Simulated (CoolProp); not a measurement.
A single-stage vapour-compression cycle with cis-2-butene: evaporating at 272.15 K (dew point), condensing at 314.15 K (bubble point), superheat 5 K, subcooling 2 K, compressor efficiency 0.75, no pressure losses. Each further row changes one setting.

The numbers come from the reference Helmholtz-energy equation of state, Lemmon 2005 in CoolProp. It is a short technical equation, of lower accuracy than the large ones.

| case | cooling COP | pressure ratio | discharge temperature (K) | refrigerating effect (kJ/kg) | volumetric capacity (kJ/m³) |
|---|---|---|---|---|---|
| as stated | 4.24 | 4.12 | 336.0 | 337 | 715 |
| evaporating temperature 277.15 K | 4.99 | (withheld) | (withheld) | (withheld) | 873 |
| condensing temperature 309.15 K | (withheld) | 3.56 | (withheld) | 348 | 740 |
| subcooling 7 K | 4.38 | 4.12 | 336.0 | 348 | 740 |
| superheat 15 K | 4.25 | 4.12 | (withheld) | 351 | 717 |
| compressor efficiency 0.65 | 3.67 | 4.12 | (withheld) | 337 | 715 |

Problem. Fill in the missing entries.

Solution. 
- evaporating temperature 277.15 K, pressure ratio: 3.39
- evaporating temperature 277.15 K, discharge temperature (K): 333.3
- evaporating temperature 277.15 K, refrigerating effect (kJ/kg): 343
- condensing temperature 309.15 K, cooling COP: 4.91
- condensing temperature 309.15 K, discharge temperature (K): 329.8
- superheat 15 K, discharge temperature (K): 346.3
- compressor efficiency 0.65, discharge temperature (K): 343.2
